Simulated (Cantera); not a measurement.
Feed: 1 mol Pb, 0.1 mol O₂, 0.61 mol CO, at 3.30 mbar.

Method: chemical equilibrium by Gibbs-energy minimisation in Cantera with the NASA 1993 tables (ideal gas, pure condensed phases). Candidate condensed phases: C, Pb, PbO, PbO₂, Pb₃O₄; 15 gas species. The numbers say what is thermodynamically allowed, not how fast it happens.

Task: What share of the Pb ends up in condensed phases as a function of T (°C), at 802, 952, 1102, 1252, 1402, 1552, 1702?

Result: 
```csv
T (°C),Pb condensed (%),as
802,98.6,Pb(l)
952,75.9,Pb(l)
1102,0.0,-
1252,0.0,-
1402,0.0,-
1552,0.0,-
1702,0.0,-
```
